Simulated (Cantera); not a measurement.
**Adiabatic ignition**

An adiabatic, constant-volume homogeneous reactor starts with 14.8 % CH₄, 17.5 % O₂, 65.5 % N₂, 2.22 % H₂O, equivalence ratio 1.7, at 1200 K and 760 Torr.

Computed with Cantera and GRI-Mech 3.0 (53 species, 325 reactions).

| t (s) | T (K) | P (bar) | x CH₄ | x O₂ | x H₂O | x CH₂O | x NO | x C₂H₂ |
|---|---|---|---|---|---|---|---|---|
| 1.00e-6 | 1200 | 1.01 | 0.148 | 0.175 | 0.0222 | <1e-12 | <1e-12 | <1e-12 |
| 3.98e-6 | 1200 | 1.01 | 0.148 | 0.175 | 0.0222 | 9.57e-12 | <1e-12 | <1e-12 |
| 1.58e-5 | 1200 | 1.01 | 0.148 | 0.175 | 0.0222 | 1.57e-10 | <1e-12 | <1e-12 |
| 6.31e-5 | 1200 | 1.01 | 0.148 | 0.175 | 0.0222 | 2.60e-9 | <1e-12 | <1e-12 |
| 0.000251 | 1200 | 1.01 | 0.148 | 0.175 | 0.0222 | 4.87e-8 | <1e-12 | <1e-12 |
| 0.00100 | 1200 | 1.01 | 0.148 | 0.175 | 0.0222 | 1.34e-6 | <1e-12 | <1e-12 |
| 0.00398 | 1200 | 1.01 | 0.148 | 0.175 | 0.0223 | 2.49e-5 | <1e-12 | 1.18e-11 |
| 0.0158 | 1202 | 1.01 | 0.148 | 0.175 | 0.0225 | 0.000173 | <1e-12 | 1.05e-9 |
| 0.0631 | 2692 | 2.57 | 7.79e-12 | 0.000192 | 0.167 | 1.17e-8 | 0.000770 | <1e-12 |
| 0.251 | 2692 | 2.57 | 7.82e-12 | 0.000191 | 0.167 | 1.17e-8 | 0.000816 | <1e-12 |
| 1.00 | 2692 | 2.57 | 7.82e-12 | 0.000191 | 0.167 | 1.17e-8 | 0.000816 | <1e-12 |
x: mole fraction; the columns are a selection and need not sum to one.

* **time of steepest temperature rise**: 60.3 ms
* **temperature at 1.00 s**: 2692 K
* **equilibrium temperature**: 2692 K
* **x(CH₄) at 1.00 s**: 7.82e-12 (gas-phase equilibrium 8.90e-12)
* **x(O₂) at 1.00 s**: 0.000191 (gas-phase equilibrium 0.000191)
* **x(H₂O) at 1.00 s**: 0.167 (gas-phase equilibrium 0.167)
